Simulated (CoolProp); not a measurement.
Vapour pressure (bar) of R114: the reference equation beside estimates from Tc = 420.6 K, pc = 33.52 bar, ω = 0.252.

Model: reference Helmholtz-energy equation of state, Platzer 1990, in CoolProp. This equation is an older, rougher fit; its heat capacities, sound speeds and derivatives of the liquid may be far off and weren't checked against measurements.

```json
[
 {"T (K)": "314.8", "reference": "3.547", "Lee-Kesler": "3.529", "van der Waals": "9.374", "Redlich-Kwong": "5.032", "Peng-Robinson": "3.498"},
 {"T (K)": "326.6", "reference": "4.898", "Lee-Kesler": "4.884", "van der Waals": "11.18", "Redlich-Kwong": "6.643", "Peng-Robinson": "4.840"},
 {"T (K)": "338.4", "reference": "6.601", "Lee-Kesler": "6.591", "van der Waals": "13.19", "Redlich-Kwong": "8.583", "Peng-Robinson": "6.541"},
 {"T (K)": "350.3", "reference": "8.729", "Lee-Kesler": "8.720", "van der Waals": "15.44", "Redlich-Kwong": "10.90", "Peng-Robinson": "8.676"},
 {"T (K)": "362.1", "reference": "11.31", "Lee-Kesler": "11.29", "van der Waals": "17.89", "Redlich-Kwong": "13.59", "Peng-Robinson": "11.27"},
 {"T (K)": "373.9", "reference": "14.41", "Lee-Kesler": "14.39", "van der Waals": "20.57", "Redlich-Kwong": "16.69", "Peng-Robinson": "14.40"},
 {"T (K)": "385.7", "reference": "18.12", "Lee-Kesler": "18.09", "van der Waals": "23.48", "Redlich-Kwong": "20.23", "Peng-Robinson": "18.15"},
 {"T (K)": "397.6", "reference": "22.54", "Lee-Kesler": "22.52", "van der Waals": "26.67", "Redlich-Kwong": "24.28", "Peng-Robinson": "22.61"}
]
```

Absolute difference from the reference over all 8 rows, mean and median: Lee-Kesler 0.2 and 0.2 %, van der Waals 77.3 and 67.5 %, Redlich-Kwong 23.5 and 22.5 %, Peng-Robinson 0.6 and 0.5 %.
